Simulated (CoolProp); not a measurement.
Vapour-liquid equilibrium of toluene (1) + p-xylene (2) at 606 kPa; x and y are mole fractions of (1).

Values from CoolProp's multi-fluid Helmholtz-energy mixture model, Lemmon 2006 and Zhou 2012; pair parameters Bell 2016.

**Question.** Give the bubble temperature and the first vapour's composition at x = 0.35, 0.575, 0.65. Is there an azeotrope?

**Answer.** x = 0.35: 207.5 °C, y = 0.468; x = 0.575: 200.1 °C, y = 0.691; x = 0.65: 197.8 °C, y = 0.754. No azeotrope shows between x = 0.05 and 0.95.

The pair parameters rest on a limited set of measurements; away from them the model extrapolates.
